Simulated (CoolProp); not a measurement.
Saturation properties of hydrogen chloride.

Values from CoolProp's reference Helmholtz-energy equation of state, Thol 2018.

| T (°C) | p (MPa) | vapour density (kg/m³) | enthalpy of vaporisation (kJ/kg) | liquid cp (kJ/(kg K)) |
|---|---|---|---|---|
| -107.55 | 0.02314 | (withheld) | 466.4 | 1.659 |
| -93.05 | 0.06264 | 1.558 | (withheld) | (withheld) |
| -78.55 | 0.1440 | 3.372 | 436.8 | 1.664 |
| -64.05 | 0.2919 | 6.513 | 419.8 | 1.682 |
| -49.65 | 0.5340 | 11.51 | 400.9 | 1.713 |
| -35.15 | 0.9074 | (withheld) | (withheld) | 1.763 |
| -20.65 | (withheld) | 30.38 | 354.6 | (withheld) |
| -6.25 | 2.192 | (withheld) | 325.8 | 1.958 |

Task: Complete the blanks.

Result: 
- -107.55, vapour density (kg/m³): 0.6193
- -93.05, enthalpy of vaporisation (kJ/kg): 452.2
- -93.05, liquid cp (kJ/(kg K)): 1.657
- -35.15, vapour density (kg/m³): 19.14
- -35.15, enthalpy of vaporisation (kJ/kg): 379.3
- -20.65, p (MPa): 1.448
- -20.65, liquid cp (kJ/(kg K)): 1.839
- -6.25, vapour density (kg/m³): 46.57

It boils at -85.0 °C under 1 atm.
